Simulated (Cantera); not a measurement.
A closed system holds: 1 mol SiH₄, 0.14 mol H₂O, 2.2 mol H₂, held at 4700 Pa.

Equilibrium computed with Cantera from the NASA thermochemical tables; the gas is ideal and each condensed phase is pure. Candidate condensed phases: H₂O, Si, SiO₂; 18 gas species. Mutual solubility and eutectic melting of coexisting phases are not modelled. The tables hold silica as quartz up to 1696 K and as liquid above; real silica turns to tridymite and cristobalite and melts near 1996 K. Kinetics and transport are ignored.

**Question.** Which condensed phases are stable at each of these points (T (K)): 823, 923, 1023, 1123, 1223, 1323, 1423, 1523?

**Answer.** 
```
T (K)        condensed phases  Si condensed (%)
-----  ----------------------  ----------------
823    Si(s) + SiO₂(α-quartz)             100.0
923    Si(s) + SiO₂(β-quartz)             100.0
1023   Si(s) + SiO₂(β-quartz)             100.0
1123   Si(s) + SiO₂(β-quartz)             100.0
1223   Si(s) + SiO₂(β-quartz)             100.0
1323   Si(s) + SiO₂(β-quartz)              99.9
1423   Si(s) + SiO₂(β-quartz)              98.9
1523   Si(s) + SiO₂(β-quartz)              92.7
```

At 823 K the condensed part is Si(s) + SiO₂(α-quartz). From 923 K to 1523 K the condensed part is Si(s) + SiO₂(β-quartz).
